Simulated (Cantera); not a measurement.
A perfectly stirred reactor is fed with 50.0 % CH4, 50.0 % CO2, at 0.987 atm; it is held at 1650 K, and followed from long to short residence time.

Computed with Cantera and GRI-Mech 3.0 (53 species, 325 reactions).

x: mole fraction; the columns are a selection and need not sum to one.

```
τ (s)    x CH4   x CO2    x CH2    x C2H  x H2O2
------  ------  ------  -------  -------  ------
6.0     0.0235  0.0312  1.53e-8  2.87e-8  <1e-12
2.0     0.0352  0.0500  2.86e-8  4.47e-8  <1e-12
0.66    0.0545  0.0799  5.07e-8  6.32e-8  <1e-12
0.22    0.0889   0.130  7.53e-8  7.49e-8  <1e-12
0.073    0.155   0.222  8.51e-8  6.74e-8  <1e-12
0.024    0.260   0.345  8.39e-8  4.44e-8  <1e-12
0.0080       …       …        …        …  <1e-12
0.0027       …       …        …        …  <1e-12
```

Question: What belongs in the gaps?

Answer: 
- 0.0080, x CH4: 0.364
- 0.0080, x CO2: 0.435
- 0.0080, x CH2: 9.47e-8
- 0.0080, x C2H: 2.31e-8
- 0.0027, x CH4: 0.438
- 0.0027, x CO2: 0.479
- 0.0027, x CH2: 1.10e-7
- 0.0027, x C2H: 8.52e-9
